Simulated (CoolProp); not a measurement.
Vapour-liquid equilibrium of benzene (1) + octamethylcyclotetrasiloxane (D4) (2) at 323.2 K; x and y are mole fractions of (1).

The numbers come from the multi-fluid Helmholtz-energy mixture model, Thol 2012 and Thol 2015; pair parameters Bell 2016 in CoolProp.

| x | bubble pressure, mixture model (MPa) | bubble pressure, Raoult's law (MPa) | y, mixture model | y, Raoult's law |
|---|---|---|---|---|
| 0.05 | (withheld) | 0.002499 | 0.708 | 0.726 |
| 0.15 | 0.006120 | 0.006054 | (withheld) | 0.899 |
| 0.25 | (withheld) | 0.009610 | 0.947 | 0.944 |
| 0.35 | (withheld) | 0.01317 | 0.967 | 0.964 |
| 0.45 | 0.01758 | 0.01672 | (withheld) | 0.976 |
| 0.55 | (withheld) | 0.02028 | 0.984 | 0.984 |
| 0.65 | 0.02407 | 0.02383 | 0.989 | 0.989 |
| 0.75 | 0.02731 | 0.02739 | 0.993 | 0.993 |
| 0.85 | 0.03076 | 0.03094 | (withheld) | 0.997 |
| 0.95 | (withheld) | 0.03450 | 0.999 | 0.999 |

Problem. Some entries are withheld; supply them.

Solution. 
- 0.05, bubble pressure, mixture model (MPa): 0.002348
- 0.15, y, mixture model: 0.900
- 0.25, bubble pressure, mixture model (MPa): 0.01013
- 0.35, bubble pressure, mixture model (MPa): 0.01400
- 0.45, y, mixture model: 0.977
- 0.55, bubble pressure, mixture model (MPa): 0.02088
- 0.85, y, mixture model: 0.996
- 0.95, bubble pressure, mixture model (MPa): 0.03443

The largest gap from Raoult's law is +6.3 % in bubble pressure, at x = 0.35. No azeotrope shows between x = 0.05 and 0.95.

The pair parameters rest on a limited set of measurements; away from them the model extrapolates. The gap from Raoult's law changes sign with composition, which may be real or a fault of the pair parameters; it wasn't checked against measurements.
